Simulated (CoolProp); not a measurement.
A single-stage vapour-compression cycle with R236EA: evaporating at 314.15 K (dew point), condensing at 363.15 K (bubble point), superheat 5 K, subcooling 2 K, compressor efficiency 0.7, no pressure losses. Each further row changes one setting.

The numbers come from the reference Helmholtz-energy equation of state, Rui 2013 in CoolProp.

```csv
case,cooling COP,pressure ratio,discharge temperature (K),refrigerating effect (kJ/kg),volumetric capacity (kJ/m³)
as stated,3.15,3.63,363.9,87.9,1940
evaporating temperature 319.15 K,3.71,3.12,364.2,91.5,2340
condensing temperature 358.15 K,3.71,3.24,359.3,95.0,2100
subcooling 7 K,3.41,3.63,363.9,95.1,2100
superheat 15 K,3.30,3.63,373.3,97.3,2060
compressor efficiency 0.6,2.70,3.63,367.7,87.9,1940
```
